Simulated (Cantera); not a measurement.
## Silicon nitride deposition: SiHCl₃ + N₂ + H₂

Charge: 1 mol SiHCl₃, 73 mol N₂, a varied amount of H₂, equilibrated at 1025 K and 0.0100 bar.

Equilibrium computed with Cantera from the NASA thermochemical tables; the gas is ideal and each condensed phase is pure. Candidate condensed phases: NH₄Cl, Si, Si₃N₄; 28 gas species. N₂ is the only nitrogen source here; it is nearly inert below about 1500 K, so the nitride shown seldom forms there in practice. The tables' values for SiCl₃ are old estimates; treat these amounts as uncertain. Equilibrium is a limit: real reactors are often held back by kinetics, nucleation or transport.

From 0.59 mol H₂ to 64 mol H₂ the condensed part is Si₃N₄(s). The main Si-bearing gas is SiCl₄ throughout.

```csv
n(H₂) (mol),x N₂,x H₂,x HCl,x SiCl₄,x SiCl₃,n Si₃N₄(s)
0.59,0.969,0.00234,0.0244,0.00390,1.58e-5,0.236
0.94,0.963,0.00430,0.0297,0.00254,1.15e-5,0.269
1.5,0.955,0.00890,0.0350,0.00114,6.32e-6,0.304
2.4,0.943,0.0189,0.0377,0.000344,2.57e-6,0.324
3.8,0.926,0.0360,0.0380,9.93e-5,1.01e-6,0.331
6.1,0.899,0.0635,0.0372,2.99e-5,4.15e-7,0.333
9.8,0.860,0.105,0.0356,9.56e-6,1.78e-7,0.333
16,0.801,0.166,0.0332,3.00e-6,7.54e-8,0.333
25,0.728,0.242,0.0302,1.03e-6,3.44e-8,0.333
40,0.633,0.341,0.0262,3.25e-7,1.48e-8,0.333
64,0.523,0.455,0.0217,9.65e-8,6.15e-9,0.333
```
x: gas mole fraction; n: condensed amount in mol.
